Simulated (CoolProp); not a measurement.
2000 sccm (0 °C, 1 atm) of nitrogen bubbles through liquid ethylbenzene at 301.7 K and leaves saturated at a total pressure of 0.0336 MPa (ideal gas phase). Each further row changes one setting.

Values from CoolProp's reference Helmholtz-energy equation of state, Zhou 2012.

| case | vapour pressure (kPa) | mole fraction of vapour | delivery (mg/min) | delivery (sccm) | change of delivery for a bath 1 K warmer (%) |
|---|---|---|---|---|---|
| as stated | 1.56 | 0.0465 | 462 | 97.6 | 6.0 |
| bath temperature 306.7 K | 2.05 | 0.0611 | 616 | 130 | 5.9 |
| total pressure 0.0672 MPa | 1.56 | 0.0233 | 226 | 47.6 | 5.8 |
